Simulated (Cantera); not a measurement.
Pyrogenic steam for wet oxidation

An isothermal, constant-pressure homogeneous reactor starts with H2 : O2 : N2 = 0.88 : 1 : 74 (molar parts), at 1423 K and 100000 Pa.

Computed with Cantera and the H2/O2 subset of GRI-Mech 3.0, which has no nitrogen chemistry.

```tsv
t (s)	x H2	x O2	x OH	x H2O2	x O	x H
0.000700	0.000723	0.00750	0.000518	1.87e-7	0.00105	0.00155
0.00242	0.000134	0.00738	0.000213	7.65e-8	0.000165	0.000102
0.00839	1.19e-5	0.00741	6.38e-5	1.20e-8	1.46e-5	2.69e-6
0.0290	1.53e-6	0.00742	2.36e-5	2.00e-9	1.98e-6	1.33e-7
0.101	3.31e-7	0.00742	1.12e-5	4.78e-10	4.43e-7	1.42e-8
0.348	1.17e-7	0.00742	6.66e-6	1.75e-10	1.58e-7	3.06e-9
1.21	8.74e-8	0.00742	5.74e-6	1.31e-10	1.17e-7	1.98e-9
4.17	8.71e-8	0.00742	5.73e-6	1.31e-10	1.17e-7	1.97e-9
14.4	8.71e-8	0.00742	5.73e-6	1.31e-10	1.17e-7	1.97e-9
50.0	8.71e-8	0.00742	5.73e-6	1.31e-10	1.17e-7	1.97e-9
```
x: mole fraction; the columns are a selection and need not sum to one.

Equilibrium at this temperature and pressure: H2 8.71e-8, O2 0.00742, OH 5.73e-6, H2O2 1.31e-10, O 1.17e-7, H 1.97e-9 (gas phase only).
